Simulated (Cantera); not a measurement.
Low-pressure radical oxidation in H2/O2

An isothermal, constant-pressure homogeneous reactor starts with H₂ : O₂ = 0.0085 : 1 (molar parts), equivalence ratio 0.0043, at 1198 K and 20.0 Torr.

Computed with Cantera and the H2/O2 subset of GRI-Mech 3.0, which has no nitrogen chemistry. Radical loss at walls, strong at low pressure, is not modelled.

```csv
t (s),x H₂,x O₂,x H₂O₂,x OH,x HO₂
1.00e-5,0.00843,0.992,<1e-12,2.97e-11,1.48e-10
3.42e-5,0.00843,0.992,<1e-12,2.49e-10,5.07e-10
0.000117,0.00843,0.992,<1e-12,1.45e-9,1.74e-9
0.000400,0.00843,0.992,1.57e-12,8.78e-9,5.98e-9
0.00137,0.00843,0.992,1.85e-11,2.68e-7,2.27e-8
0.00468,0.00299,0.987,1.56e-7,0.00154,2.75e-6
0.0160,2.63e-5,0.985,3.03e-8,0.000600,1.42e-6
0.0548,1.46e-5,0.988,2.81e-8,0.000449,1.07e-6
0.187,4.09e-6,0.991,2.09e-8,0.000239,5.41e-7
0.641,6.13e-7,0.991,9.28e-9,9.34e-5,1.64e-7
2.19,7.69e-8,0.992,2.31e-9,3.35e-5,3.43e-8
7.50,1.15e-8,0.992,4.67e-10,1.30e-5,7.51e-9
25.6,2.27e-9,0.992,1.05e-10,5.83e-6,3.88e-9
87.7,7.62e-10,0.992,3.80e-11,3.39e-6,4.66e-9
300,6.39e-10,0.992,3.24e-11,3.10e-6,4.94e-9
```
x: mole fraction; the columns are a selection and need not sum to one.

Equilibrium at this temperature and pressure: H₂ 6.39e-10, O₂ 0.992, H₂O₂ 3.24e-11, OH 3.10e-6, HO₂ 4.94e-9 (gas phase only).
